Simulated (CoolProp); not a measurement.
Vapour-liquid equilibrium of ethane (1) + propylene (2) at 188 K; x and y are mole fractions of (1).

Computed with CoolProp (multi-fluid Helmholtz-energy mixture model, Bücker 2006 and Lemmon 2013; pair parameters Bell 2016).

```tsv
x	bubble pressure (kPa)	y at the bubble point	dew pressure at overall composition x (kPa)	liquid density (mol/L)
0.05	18.69	0.368	12.97	15.67
0.15	30.65	0.651	14.35	15.89
0.25	41.95	[?]	16.06	16.12
0.35	52.79	0.840	18.23	16.35
0.45	[?]	0.885	21.07	16.58
0.55	73.76	0.917	24.95	16.82
0.65	84.14	[?]	30.55	17.07
0.75	94.58	0.962	39.31	17.31
0.85	105.2	0.979	54.78	17.56
0.95	116.0	0.994	87.87	17.82
```

Task: Complete the blanks.

Result: 
- 0.25, y at the bubble point: 0.772
- 0.45, bubble pressure (kPa): 63.35
- 0.65, y at the bubble point: 0.942

No azeotrope shows between x = 0.05 and 0.95.

The pair parameters rest on a limited set of measurements; away from them the model extrapolates.
